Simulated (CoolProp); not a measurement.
Vapour-liquid equilibrium of isopentane (1) + toluene (2) at 0.593 bar; x and y are mole fractions of (1).

The numbers come from the multi-fluid Helmholtz-energy mixture model, Lemmon 2006 and Lemmon 2006; pair parameters Bell 2016 in CoolProp.

| x | bubble temperature, mixture model (K) | bubble temperature, Raoult's law (K) | y, mixture model | y, Raoult's law |
|---|---|---|---|---|
| 0.05 | 350.0 | 352.9 | [?] | 0.383 |
| 0.15 | 328.0 | 334.6 | 0.778 | 0.719 |
| 0.25 | 314.9 | 322.5 | 0.887 | 0.849 |
| 0.35 | [?] | 313.7 | 0.932 | 0.911 |
| 0.45 | [?] | 307.1 | 0.954 | 0.945 |
| 0.55 | 297.3 | 301.8 | 0.967 | 0.965 |
| 0.65 | [?] | 297.4 | 0.976 | 0.978 |
| 0.75 | [?] | 293.6 | 0.983 | 0.987 |
| 0.85 | 289.8 | 290.4 | [?] | 0.994 |
| 0.95 | 287.5 | 287.6 | [?] | 0.998 |

### Question
Complete the blanks.

### Answer

- 0.05, y, mixture model: 0.436
- 0.35, bubble temperature, mixture model (K): 306.6
- 0.45, bubble temperature, mixture model (K): 301.1
- 0.65, bubble temperature, mixture model (K): 294.4
- 0.75, bubble temperature, mixture model (K): 292.0
- 0.85, y, mixture model: 0.989
- 0.95, y, mixture model: 0.996

The largest gap from Raoult's law is -7.6 K in bubble temperature, at x = 0.25. No azeotrope shows between x = 0.05 and 0.95.

The pair parameters rest on a limited set of measurements; away from them the model extrapolates.
